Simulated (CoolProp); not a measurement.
Vapour-liquid equilibrium of R125 (1) + R1234yf (2) at 0.0382 MPa; x and y are mole fractions of (1).

Computed with CoolProp (multi-fluid Helmholtz-energy mixture model, Lemmon 2005 and Lemmon 2022; pair parameters Bell 2023).

### Question
Give the bubble temperature and the first vapour's composition at x = 0.35, 0.5, 0.65. Is there an azeotrope?

### Answer
x = 0.35: 215.8 K, y = 0.575; x = 0.5: 213.3 K, y = 0.716; x = 0.65: 211.2 K, y = 0.824. No azeotrope shows between x = 0.05 and 0.95.

Pair parameters are fitted to limited data, so mixtures are less certain than the pure fluids.
